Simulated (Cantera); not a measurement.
Source: NASA polynomial tables (part measured, part estimated), evaluated in Cantera. Values are per mole of reaction as written; species without (g) are pure solids or liquids, kept so even where they would boil at 1 bar.

### Question
Between 1525 and 1725 K, where is each reaction favourable under standard conditions?
- H₂(g) + BaO + 2 F(g) = H₂O(g) + BaF₂

### Answer
- H₂(g) + BaO + 2 F(g) = H₂O(g) + BaF₂: ΔG° is -694 kJ at 1525 K and -649 kJ at 1725 K; it stays negative (K > 1). ΔH° is -1021 kJ and ΔS° -215 J/K at 1725 K.
